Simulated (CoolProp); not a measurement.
Vapour-liquid equilibrium of benzene (1) + dimethyl carbonate (2) at 92.95 °C; x and y are mole fractions of (1).

Model: multi-fluid Helmholtz-energy mixture model, Thol 2012 and Zhou 2011; pair parameters Bell 2016, in CoolProp.

```csv
x,"bubble pressure, mixture model (MPa)","bubble pressure, Raoult's law (MPa)","y, mixture model","y, Raoult's law"
0.05,0.1151,0.1127,0.084,0.066
0.125,___,0.1155,0.192,0.160
0.2,0.1259,0.1183,0.284,0.251
0.275,0.1303,0.1211,0.366,0.337
0.35,0.1341,0.1239,___,0.419
0.425,0.1374,0.1267,0.507,0.497
0.5,0.1403,0.1295,0.570,0.572
0.575,0.1427,0.1323,0.632,0.644
0.65,0.1447,0.1351,___,0.713
0.725,0.1463,0.1379,0.752,0.779
0.8,0.1474,0.1407,0.815,0.842
0.875,0.1481,0.1435,0.880,0.903
0.95,0.1484,0.1464,0.950,0.962
```

Task: Some entries are withheld; supply them.

Result: 
- 0.125, bubble pressure, mixture model (MPa): 0.1209
- 0.35, y, mixture model: 0.439
- 0.65, y, mixture model: 0.692

The largest gap from Raoult's law is +8.4 % in bubble pressure, at x = 0.425. y crosses x between x = 0.875 and 0.95: the model has an azeotrope there.

Pair parameters are fitted to limited data, so mixtures are less certain than the pure fluids.
